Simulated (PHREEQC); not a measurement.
A solution holds 0.12 mol/kgw HCl and 8.5e-05 mol/kgw MnSO4, at 25 °C. Closed to the air; pH follows from the charge balance.

Computed with PHREEQC (ion-association model, wateq4f.dat).

```yaml
pH: 1.01
ionic_strength: 0.120 mol/kgw
total_alkalinity: -120 meq/kg
```

| species | molality | activity | log γ |
|---|---|---|---|
| Cl- | 0.120 | 0.0901 | -0.125 |
| H+ | 0.120 | 0.0981 | -0.087 |
| Mn+2 | 7.16e-5 | 2.72e-5 | -0.420 |
| HSO4- | 6.92e-5 | 5.28e-5 | -0.117 |
| SO4-2 | 1.58e-5 | 5.54e-6 | -0.455 |
| MnCl+ | 1.29e-5 | 9.99e-6 | -0.113 |
| MnCl2 | 3.82e-7 | 3.93e-7 | 0.012 |
| MnSO4 | 2.61e-8 | 2.68e-8 | 0.012 |

No solid was allowed to form.
